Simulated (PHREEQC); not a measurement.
# Hard or scaling water

A solution holds 43 mmol/kgw CaCl2 and 0.059 mmol/kgw NaHCO3, at 20 °C. Closed to the air; pH follows from the charge balance.

Equilibrium calculation in PHREEQC: ion-association model, phreeqc.dat.

Each row changes one thing in this solution. This is a speciation only: nothing precipitates in the calculation.

| case | pH | ionic strength (mol/kgw) | HCO3- (mol/kgw) | CO2 (mol/kgw) | CO3-2 (mol/kgw) | NaHCO3 (mol/kgw) |
|---|---|---|---|---|---|---|
| as made | 7.61 | 0.129 | 4.67e-5 | 2.10e-6 | 1.72e-7 | 9.27e-10 |
| CaCl2 from 0.043 to 0.0645 mol/kgw | 7.55 | 0.194 | 4.43e-5 | 2.17e-6 | 1.57e-7 | 8.15e-10 |
| CaCl2 left out | 8.08 | 5.93e-5 | 5.76e-5 | [?] | 3.02e-7 | 1.93e-9 |
| temperature from 20 to 65 °C | 7.12 | 0.129 | 4.17e-5 | 4.60e-6 | 9.31e-8 | 6.30e-10 |
| diluted 5-fold with water | 7.63 | 0.0258 | 1.06e-5 | 5.08e-7 | [?] | 5.33e-11 |
| temperature from 20 to 15 °C | 7.67 | 0.129 | 4.75e-5 | 2.01e-6 | 1.77e-7 | 9.74e-10 |
| NaHCO3 from 5.9e-05 to 2.95e-05 mol/kgw | 7.56 | 0.129 | 2.33e-5 | 1.16e-6 | 7.75e-8 | 2.31e-10 |
| 0.0046 mol/kgw CO2 added | 4.51 | 0.129 | 8.17e-5 | 0.00456 | 2.41e-10 | 1.62e-9 |

Q: Some entries are withheld; supply them.

A: 
- CaCl2 left out, CO2 (mol/kgw): 1.13e-6
- diluted 5-fold with water, CO3-2 (mol/kgw): 2.96e-8

Away from 25 °C the constants follow the database's enthalpies or fits; those with neither stay at their 25 °C values.
